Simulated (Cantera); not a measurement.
Mixture: CH4 : O2 : N2 = 1 : 1 : 3.76 (molar parts), equivalence ratio 2.0, at 1000000 Pa, adiabatic and at constant pressure. Ignition delay is the time to a rise of 400 K.

Cantera simulation using GRI-Mech 3.0 (53 species, 325 reactions); the numbers are that mechanism's predictions, not measurements.

Task: What does this change do: pressure from 1000000 Pa to 96000 Pa?

Result: 
```csv
quantity,before,after
delay at 1123 K,18.6 ms,0.221 s
delay at 1323 K,1.64 ms,13.2 ms
delay at 1523 K,0.207 ms,1.29 ms
delay at 1723 K,34.6 µs,0.219 ms
delay at 1923 K,8.27 µs,61.7 µs
apparent activation energy between 1823 and 2023 K,190 kJ/mol,170 kJ/mol
```

Task: What does this change do: pressure from 1000000 Pa to 320000 Pa?

Result: 
```csv
quantity,before,after
delay at 1123 K,18.6 ms,67.4 ms
delay at 1323 K,1.64 ms,4.86 ms
delay at 1523 K,0.207 ms,0.524 ms
delay at 1723 K,34.6 µs,83.5 µs
delay at 1923 K,8.27 µs,21.2 µs
apparent activation energy between 1823 and 2023 K,190 kJ/mol,180 kJ/mol
```
